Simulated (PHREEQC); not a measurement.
## Polishing slurry liquid: speciation

Solution (25 °C): 0.0013 mol/kgw HNO3, 0.00019 mol/kgw K2SO4 and 0.0013 mol/kgw CO2. Closed to the air; pH follows from the charge balance.

Equilibrium calculation in PHREEQC: ion-association model, wateq4f.dat.

Precipitation was switched off in this run.

Question: Predict the pH.

Answer: pH 2.91.

Question: In which forms is S present?

Answer: SO4-2 90 %, HSO4- 9.4 % of the S.
